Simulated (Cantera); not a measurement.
A closed system holds: 1 mol MgO, 0.081 mol HI, 0.31 mol N2, equilibrated at 1723.15 K and 27.0 mbar.

These are equilibrium values from Cantera (NASA tables, ideal gas, pure condensed phases), not measurements of a reactor. Candidate condensed phases: H2O, I2, Mg, MgI2, MgO, Mg(OH)2; 36 gas species. Rates play no part.

Base state: N2 0.724, I 0.173, H2 0.0861, HI 0.0115, H2O 0.00256, MgI2 0.00190, MgI 0.000467, H 0.000326 (mole fractions); condensed: MgO(s).

### Question
What changes in the equilibrium state with this change: N2 from 0.31 to 0.056 mol?

### Answer
```tsv
species	before	after
I	0.173	0.410
N2	0.724	0.325
H2	0.0861	0.205
HI	0.0115	0.0419
MgI2	0.00190	0.00763
I2	0.000106	0.000597
H2O	0.00256	0.00855
MgI	0.000467	0.000789
MgO(s), mol	0.999	0.999
```

### Question
What changes in the equilibrium state with this change: pressure from 27.0 mbar to 8.00 bar?

### Answer
```csv
species,before,after
N2,0.724,0.760
I,0.173,0.0838
HI,0.0115,0.0722
H2,0.0861,0.0492
MgI2,0.00190,0.0139
H2O,0.00256,0.0139
Mg,0.000187,6.64e-8
I2,0.000106,0.00737
H,0.000326,1.43e-5
MgI,0.000467,2.38e-5
"MgO(s), mol",0.999,0.994
```
